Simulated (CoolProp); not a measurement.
The numbers come from the reference Helmholtz-energy equation of state, McLinden 2015 in CoolProp.

For the fluoroketone C6F12O (FK-5-1-12), give the phase and the density (kg/m³), cp (kJ/(kg K)) at 500 K and 35 bar; 500 K and 117 bar; 500 K and 164 bar.


- 500 K and 35 bar: supercritical; density 495, cp 1.44
- 500 K and 117 bar: supercritical; density 1070, cp 1.25
- 500 K and 164 bar: supercritical; density 1160, cp 1.23
